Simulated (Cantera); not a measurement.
Adiabatic ignition

An adiabatic, constant-pressure homogeneous reactor starts with 3.91 % C3H8, 20.2 % O2, 75.9 % N2, equivalence ratio 0.97, at 1650 K and 263 Torr.

Detailed kinetics in Cantera: GRI-Mech 3.0 (53 species, 325 reactions). GRI-Mech 3.0 was tuned for natural gas; its chemistry of propane as a main component is partial and can be far from experiment.

```csv
t (s),T (K),x C3H8,x O2,x H2O,x HCN,x C2H4,x NO
7.00e-6,1630,0.0356,0.200,0.000473,4.25e-11,0.00266,2.10e-11
1.97e-5,1617,0.0267,0.194,0.00393,1.79e-9,0.0109,6.06e-10
5.57e-5,1987,6.36e-5,0.123,0.0536,8.18e-7,0.0111,3.52e-7
0.000157,2456,<1e-12,0.0368,0.0922,1.56e-11,<1e-12,0.000124
0.000443,2546,<1e-12,0.0353,0.0969,3.47e-11,<1e-12,0.000519
0.00125,2672,<1e-12,0.0325,0.104,1.53e-10,<1e-12,0.00211
0.00352,2719,<1e-12,0.0299,0.107,4.45e-10,<1e-12,0.00650
0.00994,2716,<1e-12,0.0283,0.107,6.52e-10,<1e-12,0.0106
0.0280,2716,<1e-12,0.0281,0.107,6.77e-10,<1e-12,0.0111
0.0790,2716,<1e-12,0.0281,0.107,6.77e-10,<1e-12,0.0111
0.223,2716,<1e-12,0.0281,0.107,6.77e-10,<1e-12,0.0111
0.629,2716,<1e-12,0.0281,0.107,6.77e-10,<1e-12,0.0111
1.77,2716,<1e-12,0.0281,0.107,6.77e-10,<1e-12,0.0111
5.00,2716,<1e-12,0.0281,0.107,6.77e-10,<1e-12,0.0111
```
x: mole fraction; the columns are a selection and need not sum to one.

The time of steepest temperature rise is 61.1 µs. The temperature at 5.00 s comes out as 2716 K, the equilibrium temperature is 2716 K and the x(C3H8) at 5.00 s is <1e-12 (gas-phase equilibrium <1e-12). The x(O2) at 5.00 s is 0.0281 (gas-phase equilibrium 0.0281). The x(H2O) at 5.00 s comes out as 0.107 (gas-phase equilibrium 0.107).
